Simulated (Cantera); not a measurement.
## Adiabatic ignition

An adiabatic, constant-volume homogeneous reactor starts with 11.8 % CO, 13.0 % H2, 4.85 % CH4, 14.8 % O2, 55.5 % N2, equivalence ratio 1.5, at 1123 K and 940000 Pa.

Computed with Cantera and GRI-Mech 3.0 (53 species, 325 reactions). Above 3000 K some thermodynamic fits are extrapolated.

| t (s) | T (K) | P (bar) | x CO | x H2 | x CH4 | x OH | x CO2 | x H2O |
|---|---|---|---|---|---|---|---|---|
| 6.00e-6 | 1123 | 9.40 | 0.118 | 0.130 | 0.0485 | 3.28e-10 | 2.55e-8 | 4.36e-8 |
| 1.79e-5 | 1123 | 9.40 | 0.118 | 0.130 | 0.0485 | 8.85e-10 | 1.65e-7 | 2.79e-7 |
| 5.34e-5 | 1123 | 9.40 | 0.118 | 0.130 | 0.0485 | 5.19e-9 | 2.09e-6 | 3.35e-6 |
| 0.000159 | 1128 | 9.44 | 0.118 | 0.130 | 0.0484 | 4.84e-7 | 0.000156 | 0.000381 |
| 0.000475 | 3020 | 24.3 | 0.114 | 0.0468 | 2.11e-11 | 0.00966 | 0.0594 | 0.181 |
| 0.00142 | 3020 | 24.3 | 0.114 | 0.0468 | 2.11e-11 | 0.00966 | 0.0594 | 0.181 |
| 0.00423 | 3020 | 24.3 | 0.114 | 0.0468 | 2.11e-11 | 0.00966 | 0.0594 | 0.181 |
| 0.0126 | 3020 | 24.3 | 0.114 | 0.0468 | 2.11e-11 | 0.00966 | 0.0594 | 0.181 |
| 0.0377 | 3020 | 24.3 | 0.114 | 0.0468 | 2.11e-11 | 0.00966 | 0.0594 | 0.181 |
| 0.112 | 3020 | 24.3 | 0.114 | 0.0468 | 2.11e-11 | 0.00966 | 0.0594 | 0.181 |
| 0.335 | 3020 | 24.3 | 0.114 | 0.0468 | 2.11e-11 | 0.00966 | 0.0594 | 0.181 |
| 1.00 | 3020 | 24.3 | 0.114 | 0.0468 | 2.11e-11 | 0.00966 | 0.0594 | 0.181 |
x: mole fraction; the columns are a selection and need not sum to one.

```yaml
time_of_steepest_temperature_rise: 0.268 ms
temperature at 1.00 s: 3020 K
equilibrium_temperature: 3020 K
x(CO) at 1.00 s: 0.114 (gas-phase equilibrium 0.114)
x(H2) at 1.00 s: 0.0468 (gas-phase equilibrium 0.0468)
x(CH4) at 1.00 s: 2.11e-11 (gas-phase equilibrium 2.45e-11)
```
